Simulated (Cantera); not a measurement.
A freely propagating, adiabatic, planar premixed flame of H2 : O2 : N2 : H2O = 1 : 0.685 : 2.58 : 0.31 (molar parts), equivalence ratio 0.73, unburnt at 350 K and 93000 Pa; mixture-averaged transport, grid criteria slope 0.08 and curve 0.16, no radiation.

Computed with Cantera and the H2/O2 subset of GRI-Mech 3.0, which has no nitrogen chemistry. Burning velocities carry a grid error of a few per cent, more on coarse grids.

**Question.** Predict: laminar burning velocity; thermal thickness; peak x(O); peak x(H); peak x(HO2).

**Answer.** 
```
Item                        Result
------------------------  --------
laminar burning velocity  133 cm/s
thermal thickness         0.384 mm
peak x(O)                  0.00563
peak x(H)                   0.0124
peak x(HO2)               0.000455
```
